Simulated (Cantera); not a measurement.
Cantera run, input and output.

```python
import numpy as np
import cantera as ct

gas = ct.Solution("gri30.yaml")


def delay(T, t_max=10):
    gas.TPX = T, 300000, {'H2': 1, 'O2': 0.5, 'N2': 1.88, 'H2O': 0.29}
    reactor = ct.IdealGasReactor(gas, clone=False)
    net = ct.ReactorNet([reactor])
    net.rtol, net.atol = 1e-8, 1e-16
    while net.time < t_max:
        t_old, T_old = net.time, reactor.T
        net.step()
        if reactor.T > T + 400:  # ignition: a rise of 400 K
            return t_old + (T + 400 - T_old) / (reactor.T - T_old) * (net.time - t_old)
    return np.nan


taus = []
for T in [898, 948, 998, 1048, 1098, 1148, 1198, 1248, 1298]:
    taus.append(delay(T))
    print(f"T0 = {T:6g} K   tau = {taus[-1]:.4e} s")
```

Result:

```
T0 =    898 K   tau = 2.4464e-01 s
T0 =    948 K   tau = 6.1837e-02 s
T0 =    998 K   tau = 1.6726e-02 s
T0 =   1048 K   tau = 4.4990e-03 s
T0 =   1098 K   tau = 1.0205e-03 s
T0 =   1148 K   tau = 1.2420e-04 s
T0 =   1198 K   tau = 3.2194e-05 s
T0 =   1248 K   tau = 1.8110e-05 s
T0 =   1298 K   tau = 1.2397e-05 s
```

Detailed kinetics in Cantera: GRI-Mech 3.0 (53 species, 325 reactions). The hydrogen kinetics of GRI-Mech 3.0 are dated; newer H2 mechanisms differ, most at raised pressure. Below about 950 K walls govern HO2 and H2O2 in real vessels.
